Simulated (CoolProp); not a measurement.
Vapour pressure (bar) of CF4 (R14): the reference equation beside estimates from Tc = 227.4 K, pc = 37.62 bar, ω = 0.178.

Computed with CoolProp (reference Helmholtz-energy equation of state, Platzer 1990). This equation is an older, rougher fit; its heat capacities, sound speeds and derivatives of the liquid may be far off and weren't checked against measurements.

```tsv
T (K)	reference	Soave-Redlich-Kwong	Peng-Robinson
169.2	4.233	4.286	4.252
175.8	5.816	5.905	5.845
182.4	7.802	7.939	7.848
189	10.25	10.45	10.32
195.5	13.17	13.44	13.28
202.1	16.72	17.06	16.88
208.7	20.95	21.35	21.16
215.3	25.93	26.36	26.19
```

Absolute difference from the reference over all 8 rows, mean and median: Soave-Redlich-Kwong 1.8 and 1.8 %, Peng-Robinson 0.8 and 0.8 %.
